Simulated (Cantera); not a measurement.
**Aluminium and copper etching: Al + I2**

Input: 1 mol Al, 0.54 mol I2, at 100 Torr.

These are equilibrium values from Cantera (NASA tables, ideal gas, pure condensed phases), not measurements of a reactor. Candidate condensed phases: Al, AlI3, I2; 7 gas species. The numbers say what is thermodynamically allowed, not how fast it happens.

```csv
T (°C),x AlI,x AlI3,x I,x Al,x I2,x Al2I6,n Al(l)
1050,0.943,0.0558,0.00103,3.60e-6,4.97e-7,3.16e-7,0.0294
1075,0.959,0.0393,0.00128,5.54e-6,5.88e-7,1.36e-7,0
1100,0.959,0.0390,0.00187,6.95e-6,9.76e-7,1.16e-7,0
1125,0.959,0.0385,0.00269,8.66e-6,1.59e-6,9.97e-8,0
1150,0.958,0.0379,0.00382,1.07e-5,2.52e-6,8.51e-8,0
1175,0.958,0.0371,0.00533,1.32e-5,3.92e-6,7.21e-8,0
1200,0.957,0.0360,0.00733,1.63e-5,5.95e-6,6.05e-8,0
1225,0.955,0.0346,0.00992,2.00e-5,8.81e-6,4.99e-8,0
```
x: gas mole fraction; n: condensed amount in mol.

At 1050 °C the condensed part is Al(l). From 1075 °C to 1225 °C nothing is condensed. The main Al-bearing gas is AlI throughout.
